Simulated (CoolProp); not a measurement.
Sulfur dioxide along the isotherm 484.7 K: fugacity coefficient from the reference equation and from simpler models built on Tc = 430.6 K, pc = 7887 kPa, ω = 0.256; each cubic takes its own stable root.

Model: reference Helmholtz-energy equation of state, Gao 2016, in CoolProp.

| p (kPa) | phase | reference |
|---|---|---|
| 2500 | gas | 0.9288 |
| 5000 | gas | 0.8600 |
| 7500 | gas | 0.7933 |
| 10000 | supercritical | 0.7288 |
| 12500 | supercritical | 0.6667 |
| 15000 | supercritical | 0.6091 |
| 17500 | supercritical | 0.5595 |
| 20000 | supercritical | 0.5192 |
| 22500 | supercritical | 0.4869 |
| 25000 | supercritical | 0.4607 |
| 27500 | supercritical | 0.4394 |
| 30000 | supercritical | 0.4218 |
| 32500 | supercritical | 0.4071 |
| 35000 | supercritical | 0.3949 |

Task: How far does each simpler model (van der Waals, Redlich-Kwong, Soave-Redlich-Kwong, Peng-Robinson) lie from the reference over these 14 states: mean and median of the absolute difference, and the worst?

Result: 
- van der Waals: mean 2.1 %, median 1.9 %, worst +6.4 % at 484.7 K and 35000 kPa
- Redlich-Kwong: mean 1.3 %, median 1.1 %, worst -2.6 % at 484.7 K and 15000 kPa
- Soave-Redlich-Kwong: mean 4.4 %, median 4.3 %, worst +9.7 % at 484.7 K and 35000 kPa
- Peng-Robinson: mean 1.4 %, median 1.2 %, worst -2.9 % at 484.7 K and 12500 kPa
